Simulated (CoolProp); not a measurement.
Saturation properties of the fluoroketone C6F12O (FK-5-1-12) (Tc = 168.7 °C, pc = 1.869 MPa, ω = 0.471).

The numbers come from the reference Helmholtz-energy equation of state, McLinden 2015 in CoolProp.

| T (°C) | p (MPa) | vapour density (kg/m³) |
|---|---|---|
| 19.35 | 0.03167 | 4.234 |
| 27.95 | 0.04568 | 5.986 |
| 36.45 | 0.06399 | 8.241 |
| 45.05 | 0.08799 | 11.16 |
| 53.65 | 0.1185 | 14.86 |
| 62.25 | 0.1567 | 19.47 |
| 70.75 | 0.2032 | 25.11 |
| 79.35 | 0.2603 | 32.10 |
| 87.95 | 0.3290 | 40.64 |

It boils at 49.1 °C under 1 atm.
